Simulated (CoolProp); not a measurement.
Aqueous propylene glycol as a coolant, at 4 °C, 1 atm.

The numbers come from the Melinder's fits for secondary coolants in CoolProp.

```json
[
 {"mass %": "1.6", "freezing point (°C)": "-0.3", "Prandtl number": "12.6", "viscosity (mPa s)": "1.69", "cp (kJ/(kg K))": "4.179", "density (kg/m³)": "1002"},
 {"mass %": "8.9", "freezing point (°C)": "-2.5", "Prandtl number": "___", "viscosity (mPa s)": "2.27", "cp (kJ/(kg K))": "4.075", "density (kg/m³)": "1008"},
 {"mass %": "16.1", "freezing point (°C)": "-5.4", "Prandtl number": "24.8", "viscosity (mPa s)": "3.06", "cp (kJ/(kg K))": "___", "density (kg/m³)": "1015"},
 {"mass %": "23.4", "freezing point (°C)": "-8.9", "Prandtl number": "36.1", "viscosity (mPa s)": "4.26", "cp (kJ/(kg K))": "___", "density (kg/m³)": "1023"},
 {"mass %": "30.6", "freezing point (°C)": "-13.2", "Prandtl number": "53.3", "viscosity (mPa s)": "6.01", "cp (kJ/(kg K))": "3.805", "density (kg/m³)": "1031"},
 {"mass %": "37.9", "freezing point (°C)": "-18.7", "Prandtl number": "79.4", "viscosity (mPa s)": "8.58", "cp (kJ/(kg K))": "3.691", "density (kg/m³)": "___"},
 {"mass %": "45.1", "freezing point (°C)": "-25.9", "Prandtl number": "116", "viscosity (mPa s)": "12.0", "cp (kJ/(kg K))": "3.563", "density (kg/m³)": "1045"}
]
```

Question: Fill in the missing entries.

Answer: 
- 8.9, Prandtl number: 17.6
- 16.1, cp (kJ/(kg K)): 3.990
- 23.4, cp (kJ/(kg K)): 3.902
- 37.9, density (kg/m³): 1038
